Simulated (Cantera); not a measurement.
What does this Cantera script print?

```python
import numpy as np
import cantera as ct

gas = ct.Solution("gri30.yaml")
gas.TPX = 1098, 1000000, {'CH4': 1, 'O2': 1.67, 'N2': 6.27, 'H2O': 0.35}
reactor = ct.IdealGasReactor(gas, energy="on", clone=False)
net = ct.ReactorNet([reactor])
net.rtol, net.atol = 1e-08, 1e-16
show = ['CH4', 'O2', 'H2O', 'H2O2', 'C2H2', 'C2H6']
times = np.geomspace(3e-06, 0.5, 11)

steps = ct.SolutionArray(gas, extra=["t"])
rows = []
print(f"{'t/s':>10s}{'T/K':>9s}{'P/Pa':>11s}" + "".join(f"{s:>11s}" for s in show))
for t in times:
    while net.time < t:
        t_next = net.step()
        steps.append(gas.state, t=t_next)
    rows.append([np.interp(t, steps.t, y) for y in (steps.T, steps.P, *steps(*show).X.T)])
    print(f"{t:10.3e}{rows[-1][0]:9.1f}{rows[-1][1]:11.4g}" + "".join(f"{x:11.3e}" for x in rows[-1][2:]))
rate = np.gradient(steps.T, steps.t)
print("integrator steps:", len(steps.t))
if steps.T.max() > steps.T[0] + 200:
    print(f"time of steepest temperature rise: {steps.t[rate.argmax()]:.4e} s")
gas.TPX = 1098, 1000000, {'CH4': 1, 'O2': 1.67, 'N2': 6.27, 'H2O': 0.35}
gas.equilibrate("UV")
print(f"equilibrium (UV): T = {gas.T:.1f} K  " + "  ".join(f"{s} {gas[s].X[0]:.3e}" for s in show))
```

Result:

```
       t/s      T/K       P/Pa        CH4         O2        H2O       H2O2       C2H2       C2H6
 3.000e-06   1098.0      1e+06  1.076e-01  1.798e-01  3.767e-02  1.207e-11  5.107e-26  1.202e-14
 9.984e-06   1098.0      1e+06  1.076e-01  1.798e-01  3.767e-02  1.310e-10  9.187e-24  4.505e-13
 3.323e-05   1098.0      1e+06  1.076e-01  1.798e-01  3.767e-02  1.363e-09  1.763e-21  1.768e-11
 1.106e-04   1098.0      1e+06  1.076e-01  1.798e-01  3.767e-02  1.232e-08  5.421e-19  8.076e-10
 3.680e-04   1098.0      1e+06  1.076e-01  1.798e-01  3.768e-02  7.420e-08  4.283e-16  5.587e-08
 1.225e-03   1098.1      1e+06  1.076e-01  1.798e-01  3.769e-02  1.907e-07  2.019e-13  2.016e-06
 4.076e-03   1098.6  1.001e+06  1.076e-01  1.797e-01  3.774e-02  4.211e-07  1.193e-11  1.560e-05
 1.356e-02   1106.2  1.008e+06  1.065e-01  1.789e-01  3.867e-02  4.322e-06  2.888e-09  1.863e-04
 4.514e-02   2922.7  2.789e+06  3.174e-12  2.256e-03  2.065e-01  7.963e-07  4.994e-15  1.936e-23
 1.502e-01   2922.7  2.789e+06  3.174e-12  2.256e-03  2.065e-01  7.963e-07  4.994e-15  1.936e-23
 5.000e-01   2922.7  2.789e+06  3.174e-12  2.256e-03  2.065e-01  7.963e-07  4.994e-15  1.936e-23
integrator steps: 2531
time of steepest temperature rise: 1.8745e-02 s
equilibrium (UV): T = 2922.7 K  CH4 3.719e-12  O2 2.256e-03  H2O 2.065e-01  H2O2 7.963e-07  C2H2 5.356e-15  C2H6 2.501e-23
```

Cantera simulation using GRI-Mech 3.0 (53 species, 325 reactions); the numbers are that mechanism's predictions, not measurements.
